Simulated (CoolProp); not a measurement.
Vapour-liquid equilibrium of n-hexane (1) + p-xylene (2) at 314.9 K; x and y are mole fractions of (1).

Model: multi-fluid Helmholtz-energy mixture model, Thol 2019 and Zhou 2012; pair parameters Bell 2016, in CoolProp.

| x | bubble pressure (bar) | y at the bubble point | dew pressure at overall composition x (bar) | liquid density (mol/L) |
|---|---|---|---|---|
| 0.05 | 0.05443 | 0.492 | 0.03047 | 7.910 |
| 0.15 | 0.1010 | 0.752 | 0.03385 | 7.866 |
| 0.25 | 0.1427 | 0.842 | 0.03807 | 7.820 |
| 0.35 | 0.1807 | 0.889 | 0.04348 | 7.773 |
| 0.45 | 0.2160 | 0.919 | 0.05069 | 7.724 |
| 0.55 | 0.2493 | 0.940 | 0.06074 | 7.673 |
| 0.65 | 0.2816 | 0.957 | 0.07572 | 7.620 |
| 0.75 | 0.3137 | 0.971 | 0.1004 | 7.565 |
| 0.85 | 0.3465 | 0.983 | 0.1479 | 7.508 |
| 0.95 | 0.3807 | 0.994 | 0.2675 | 7.449 |

No azeotrope shows between x = 0.05 and 0.95.

Pair parameters are fitted to limited data, so mixtures are less certain than the pure fluids.
